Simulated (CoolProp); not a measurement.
Saturation properties of R113.

Values from CoolProp's reference Helmholtz-energy equation of state, Marx 1992.

```
T (K)  p (bar)  vapour density (kg/m³)  surface tension (mN/m)
-----  -------  ----------------------  ----------------------
366.5      ___                   25.56                    9.86
374.7    4.528                   30.94                    9.03
382.9    5.456                   37.20                    8.22
391.1    6.519                     ___                    7.43
399.3    7.729                     ___                    6.65
407.5    9.099                     ___                    5.89
415.7    10.64                   74.07                    5.15
423.9      ___                   87.33                    4.43
432.1    14.29                   102.9                    3.73
440.3    16.44                   121.3                    3.05
```

What belongs in the gaps?


- 366.5, p (bar): 3.723
- 391.1, vapour density (kg/m³): 44.48
- 399.3, vapour density (kg/m³): 52.91
- 407.5, vapour density (kg/m³): 62.70
- 423.9, p (bar): 12.37

It boils at 320.7 K under 1 atm.

Surface tension comes from a separate correlation (Mulero 2012).
